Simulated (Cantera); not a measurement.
Cantera run:

```python
import numpy as np
import cantera as ct

gas_names = """
    CL CL2 H HCL H2 N NH NH2 NH3 N2 N2H2 N2H4 Si SiCL SiCL2 SiCL3 SiCL4 SiH SiHCL3 SiH2 SiH2CL2 SiH3
    SiH3CL SiH4 SiN Si2 Si2N Si3
""".split()
cond_names = """
    NH4CL(a) NH4CL(b) Si(cr) Si(L) Si3N4(a)
""".split()


# ... load() reads the species with a 1 bar reference pressure and builds the phases ...
atoms = {
    'Si2Cl6': {'Si': 2, 'CL': 6},
    'HCl': {'H': 1, 'CL': 1},
    'N2': {'N': 2},
}
top_T = {'Si3N4(a)': 2400}  # K; cautious upper limits of use, not melting points


# ... equilibrate(T, P, feed) seeds the gas with the atoms and calls Mixture.equilibrate('TP', solver="vcs", rtol=1e-11, max_steps=5000) ...
results = []
feed = {'Si2Cl6': 1, 'HCl': 0.049, 'N2': 58}  # mol
T = 1573  # K
P = 1000  # Pa
mix = equilibrate(T, P, feed)
results.append((T, P, feed, dict(zip(mix.species_names, mix.species_moles))))
print(gas.report(threshold=1e-05))
for i in range(1, mix.n_phases):
    print(f"{mix.phase(i).name:16s} {mix.phase_moles(i):12.5e} mol")
```

It prints:

```
       temperature   1573 K
          pressure   1000 Pa
           density   0.0024106 kg/m^3
  mean mol. weight   31.528 kg/kmol
   phase of matter   gas

                          1 kg             1 kmol
                     ---------------   ---------------
          enthalpy        9.4025e+05        2.9644e+07  J
   internal energy        5.2542e+05        1.6565e+07  J
           entropy            9193.9        2.8986e+05  J/K
    Gibbs function       -1.3522e+07       -4.2631e+08  J
 heat capacity c_p            1158.6             36529  J/K
 heat capacity c_v             894.9             28214  J/K

                      mass frac. Y      mole frac. X     chem. pot. / RT
                     ---------------   ---------------   ---------------
                CL          0.001342         0.0011935            -24.23
               HCL        0.00094215        0.00081474           -44.323
                N2           0.85721           0.96472           -30.801
             SiCL2          0.041803          0.013315           -61.316
             SiCL3            0.0334         0.0078329           -85.546
             SiCL4            0.0653          0.012119           -109.78
     [  +22 minor]        4.5699e-06         2.106e-06

Si(cr)            0.00000e+00 mol
Si3N4(a)          0.00000e+00 mol
```

Cantera equilibrium calculation (NASA polynomials, part measured and part estimated; ideal gas, pure solids and liquids). The feed counts by its element totals alone. The tables' values for SiCl3 are old estimates; treat these amounts as uncertain.
